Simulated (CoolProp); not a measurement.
Vapour-liquid equilibrium of R125 (1) + n-butane (2) at 250.3 K; x and y are mole fractions of (1).

Computed with CoolProp (multi-fluid Helmholtz-energy mixture model, Lemmon 2005 and Bücker 2006; pair parameters Bell 2016).

Question: Give the bubble pressure and the first vapour's composition at x = 0.2, 0.5, 0.65. Is there an azeotrope?

Answer: x = 0.2: 0.2153 MPa, y = 0.831; x = 0.5: 0.2689 MPa, y = 0.877; x = 0.65: 0.2766 MPa, y = 0.886. No azeotrope shows between x = 0.05 and 0.95.

The pair parameters rest on a limited set of measurements; away from them the model extrapolates. With so large a gap from Raoult's law the liquid may split in two, which this calculation doesn't test in full.
